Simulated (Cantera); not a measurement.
A Cantera script and its output.

```python
import numpy as np
import cantera as ct

gas = ct.Solution("h2o2.yaml")
gas.TPX = 400, 100000, {'H2': 1, 'O2': 0.357, 'N2': 1.71, 'H2O': 0.21}
flame = ct.FreeFlame(gas, width=0.04)
flame.set_refine_criteria(ratio=3, slope=0.08, curve=0.16)
flame.transport_model = "mixture-averaged"
flame.solve(loglevel=0, auto=True)
z, T = flame.grid, flame.T
thick = (T[-1] - T[0]) / np.gradient(T, z).max()
show = ['H2', 'O2', 'H2O', 'H2O2', 'OH', 'H']
print(f"laminar burning velocity  {flame.velocity[0] * 100:.3f} cm/s")
print(f"burnt temperature         {T[-1]:.1f} K")
print(f"thermal thickness         {thick * 1e3:.4f} mm")
print(f"grid points               {len(z)}")
z0 = z[flame.heat_release_rate.argmax()]
print(f"{'z/mm':>9s}{'T/K':>9s}{'u/(m/s)':>9s}" + "".join(f"{s:>11s}" for s in show))
rows = []
for k in (-3, -2, -1.5, -1, -0.5, -0.25, 0, 0.25, 0.5, 1, 2, 4, 8):
    zz = z0 + k * thick
    rows.append([k * thick, np.interp(zz, z, T), np.interp(zz, z, flame.velocity),
                 *(np.interp(zz, z, flame.X[gas.species_index(s)]) for s in show)])
    print(f"{rows[-1][0] * 1e3:9.3f}{rows[-1][1]:9.1f}{rows[-1][2]:9.3f}" + "".join(f"{x:11.3e}" for x in rows[-1][3:]))
```

Result:

```
laminar burning velocity  310.212 cm/s
burnt temperature         2017.1 K
thermal thickness         0.3534 mm
grid points               107
     z/mm      T/K  u/(m/s)         H2         O2        H2O       H2O2         OH          H
   -1.060    400.0    3.102  3.052e-01  1.089e-01  6.408e-02  3.390e-13  4.882e-15  1.030e-15
   -0.707    400.0    3.102  3.051e-01  1.089e-01  6.408e-02  3.852e-11  3.208e-13  6.828e-14
   -0.530    400.0    3.102  3.051e-01  1.090e-01  6.409e-02  1.186e-09  6.998e-12  1.442e-12
   -0.353    400.4    3.102  3.045e-01  1.091e-01  6.416e-02  3.460e-08  6.978e-10  1.466e-10
   -0.177    423.4    3.244  2.955e-01  1.101e-01  6.576e-02  1.084e-05  1.095e-05  5.934e-06
   -0.088    654.6    4.879  2.630e-01  1.050e-01  8.600e-02  6.829e-05  7.398e-04  1.850e-03
    0.000   1044.4    7.584  2.015e-01  8.181e-02  1.431e-01  1.505e-05  1.236e-03  1.537e-02
    0.088   1330.5    9.549  1.354e-01  4.338e-02  2.177e-01  2.963e-06  3.111e-03  3.478e-02
    0.177   1487.7   10.624  9.869e-02  1.776e-02  2.650e-01  2.070e-06  4.876e-03  4.408e-02
    0.353   1625.6   11.534  8.459e-02  5.403e-03  2.894e-01  1.259e-06  6.168e-03  4.140e-02
    0.707   1746.0   12.296  8.612e-02  2.789e-03  2.976e-01  6.475e-07  6.200e-03  3.094e-02
    1.413   1848.1   12.924  8.857e-02  1.493e-03  3.040e-01  3.161e-07  5.298e-03  2.101e-02
    2.827   1922.7   13.370  9.036e-02  6.815e-04  3.092e-01  1.552e-07  3.952e-03  1.345e-02
```

Model: the H2/O2 subset of GRI-Mech 3.0, which has no nitrogen chemistry, integrated in Cantera. Burning velocities carry a grid error of a few per cent, more on coarse grids.
